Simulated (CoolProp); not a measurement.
Aqueous potassium acetate as a coolant, at -6 °C, 1 atm.

Model: Melinder's fits for secondary coolants, in CoolProp.

```
mass %  freezing point (°C)  density (kg/m³)  Prandtl number  conductivity (W/(m K))  cp (kJ/(kg K))
------  -------------------  ---------------  --------------  ----------------------  --------------
16.5                   -8.5             1090            23.5                   0.505           3.581
22.1                  -13.1             1121            27.3                   0.489           3.409
27.6                  -19.5             1154            32.5                   0.473           3.247
33.2                  -28.5             1187            40.4                   0.459           3.084
38.8                  -39.6             1220            52.0                   0.445           2.926
```
